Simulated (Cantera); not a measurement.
Thermodynamics of silicon oxide and oxynitride deposition, feed HMDSO + O₃ + H₂ + N₂O

Input: 1 mol HMDSO, 0.89 mol O₃, 16 mol H₂, 0.78 mol N₂O, equilibrated at 1100 K.

Cantera equilibrium calculation (NASA polynomials, part measured and part estimated; ideal gas, pure solids and liquids). Candidate condensed phases: C, C₆H₆, C₇H₈, C₈H₁₈, H₂O, Si, SiC, SiO₂, Si₂N₂O, Si₃N₄; 151 gas species. The feed counts by its element totals alone. Mutual solubility and eutectic melting of coexisting phases are not modelled. Equilibrium is a limit: real reactors are often held back by kinetics, nucleation or transport.

```tsv
P (Pa)	x H₂	x CO	x N₂	x CH₄	x H₂O	n C(graphite)	n SiO₂(β-quartz)	n Si₂N₂O(s)
5	0.900	0.100	0.000136	1.45e-6	4.03e-7	3.22	0.447	0.776
36	0.908	0.0873	0.00469	1.07e-5	2.55e-6	3.60	0.698	0.651
260	0.939	0.0391	0.0219	8.23e-5	8.53e-6	4.96	1.61	0.197
1900	0.952	0.0171	0.0298	0.000619	2.77e-5	5.53	2.00	0
14000	0.948	0.0170	0.0299	0.00452	0.000202	5.44	2.00	0
100000	0.921	0.0163	0.0307	0.0305	0.00134	4.81	2.00	0
```
x: gas mole fraction; n: condensed amount in mol.

From 5.00 Pa to 260 Pa the condensed part is C(graphite) + SiO₂(β-quartz) + Si₂N₂O(s). From 1900 Pa to 100000 Pa the condensed part is C(graphite) + SiO₂(β-quartz).
